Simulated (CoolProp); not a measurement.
o-xylene at several states: Z from the reference equation and from simpler models built on Tc = 630.3 K, pc = 3737 kPa, ω = 0.312; each cubic takes its own stable root.

Model: reference Helmholtz-energy equation of state, Zhou 2012, in CoolProp.

```tsv
T (K)	p (kPa)	phase	reference
469.3	166	gas	0.9511
406.5	20.2	gas	0.9898
345.8	72.1	liquid	0.003188
555.9	25.3	gas	0.9962
408.8	24.9	gas	0.9877
```

**Question.** How far does each simpler model (van der Waals, Redlich-Kwong) lie from the reference over these 5 states: mean and median of the absolute difference, and the worst?

**Answer.** 
- van der Waals: mean 6108.7 %, median 0.7 %, worst +30539.9 % at 345.8 K and 72.1 kPa
- Redlich-Kwong: mean 3.9 %, median 0.5 %, worst +17.0 % at 345.8 K and 72.1 kPa

At some of these states van der Waals gives the other phase, because its saturation line lies elsewhere.
